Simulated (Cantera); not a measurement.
Feed: 1 mol KCl, 0.052 mol HF, 290 mol N₂, at 1148.15 K and 16.5 Torr.

Equilibrium computed with Cantera from the NASA thermochemical tables; the gas is ideal and each condensed phase is pure. Candidate condensed phases: K, KCl, KF, KHF₂, NH₄Cl; 33 gas species. Kinetics and transport are ignored.

Base state: N₂ 0.996, KCl 0.00333, HF 0.000158, K₂Cl₂ 4.43e-5, KF 2.09e-5, HCl 2.09e-5 (mole fractions); condensed: gas only.

Question: What changes in the equilibrium state with this change: N₂ from 290 to 27 mol?

Answer: 
```tsv
species	before	after
N₂	0.996	0.966
KCl	0.00333	0.0289
K₂Cl₂	4.43e-5	0.00334
HF	0.000158	0.00166
HCl	2.09e-5	0.000200
KF	2.09e-5	0.000199
```
